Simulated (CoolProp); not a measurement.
Vapour-liquid equilibrium of R22 (1) + R11 (2) at 9.25 °C; x and y are mole fractions of (1).

Values from CoolProp's multi-fluid Helmholtz-energy mixture model, Kamei 1995 and Jacobsen 1992; pair parameters Bell 2016.

```json
[
 {"x": "0.05", "bubble pressure, mixture model (kPa)": "106.2", "bubble pressure, Raoult's law (kPa)": "89.24", "y, mixture model": "(withheld)", "y, Raoult's law": "0.373"},
 {"x": "0.125", "bubble pressure, mixture model (kPa)": "169.3", "bubble pressure, Raoult's law (kPa)": "134.8", "y, mixture model": "0.680", "y, Raoult's law": "0.618"},
 {"x": "0.2", "bubble pressure, mixture model (kPa)": "224.5", "bubble pressure, Raoult's law (kPa)": "180.3", "y, mixture model": "0.771", "y, Raoult's law": "0.739"},
 {"x": "0.275", "bubble pressure, mixture model (kPa)": "(withheld)", "bubble pressure, Raoult's law (kPa)": "225.8", "y, mixture model": "(withheld)", "y, Raoult's law": "0.811"},
 {"x": "0.35", "bubble pressure, mixture model (kPa)": "(withheld)", "bubble pressure, Raoult's law (kPa)": "271.3", "y, mixture model": "(withheld)", "y, Raoult's law": "0.859"},
 {"x": "0.425", "bubble pressure, mixture model (kPa)": "(withheld)", "bubble pressure, Raoult's law (kPa)": "316.8", "y, mixture model": "0.883", "y, Raoult's law": "0.893"},
 {"x": "0.5", "bubble pressure, mixture model (kPa)": "398.0", "bubble pressure, Raoult's law (kPa)": "362.3", "y, mixture model": "0.903", "y, Raoult's law": "0.919"},
 {"x": "0.575", "bubble pressure, mixture model (kPa)": "435.7", "bubble pressure, Raoult's law (kPa)": "407.8", "y, mixture model": "0.920", "y, Raoult's law": "0.939"},
 {"x": "0.65", "bubble pressure, mixture model (kPa)": "473.1", "bubble pressure, Raoult's law (kPa)": "453.3", "y, mixture model": "0.935", "y, Raoult's law": "0.955"},
 {"x": "0.725", "bubble pressure, mixture model (kPa)": "(withheld)", "bubble pressure, Raoult's law (kPa)": "498.8", "y, mixture model": "0.949", "y, Raoult's law": "0.968"},
 {"x": "0.8", "bubble pressure, mixture model (kPa)": "550.1", "bubble pressure, Raoult's law (kPa)": "544.3", "y, mixture model": "0.963", "y, Raoult's law": "0.978"},
 {"x": "0.875", "bubble pressure, mixture model (kPa)": "591.2", "bubble pressure, Raoult's law (kPa)": "589.9", "y, mixture model": "(withheld)", "y, Raoult's law": "0.988"},
 {"x": "0.95", "bubble pressure, mixture model (kPa)": "634.8", "bubble pressure, Raoult's law (kPa)": "635.4", "y, mixture model": "0.991", "y, Raoult's law": "0.995"}
]
```

What belongs in the gaps?


- 0.05, y, mixture model: 0.463
- 0.275, bubble pressure, mixture model (kPa): 273.5
- 0.275, y, mixture model: 0.823
- 0.35, bubble pressure, mixture model (kPa): 318.0
- 0.35, y, mixture model: 0.857
- 0.425, bubble pressure, mixture model (kPa): 359.1
- 0.725, bubble pressure, mixture model (kPa): 511.0
- 0.875, y, mixture model: 0.977

The largest gap from Raoult's law is +25.6 % in bubble pressure, at x = 0.125. No azeotrope shows between x = 0.05 and 0.95.

Pair parameters are fitted to limited data, so mixtures are less certain than the pure fluids.
